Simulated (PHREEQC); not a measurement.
A solution holds 0.052 mol/kgw TMAH and 4.7e-05 mol/kgw K2SiO3, at 25 °C. Closed to the air; pH follows from the charge balance.

Computed with PHREEQC (ion-association model, wateq4f.dat).

Question: The ionic strength comes out as 0.0521 mol/kgw. What activity coefficients do H2SiO4-2, OH-, H3SiO4-, K+ get?

Answer: H2SiO4-2 0.47, OH- 0.81, H3SiO4- 0.81, K+ 0.81.

No solid was allowed to form. Complexes and solids missing from the database can't appear. (CH3)4N+ isn't in the database: it is added as a free cation with an ion size of 4 Å.
